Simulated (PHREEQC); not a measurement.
Solution (90 °C): 3.5 mmol/kgw CaSO4 and 0.81 mmol/kgw KCl. Closed to the air; pH follows from the charge balance.

All values are PHREEQC results (ion-association model, phreeqc.dat), not measurements.

No solid was allowed to form.

Task: What ionic strength, specific conductance does the model give?

Result: ionic strength 0.0118 mol/kgw; specific conductance 2140 µS/cm.

Task: In which forms is Ca present?

Result: Ca+2 79 %, CaSO4 21 % of the Ca.

At this temperature some constants are extrapolated from 25 °C, and those without enthalpy data are left unchanged.
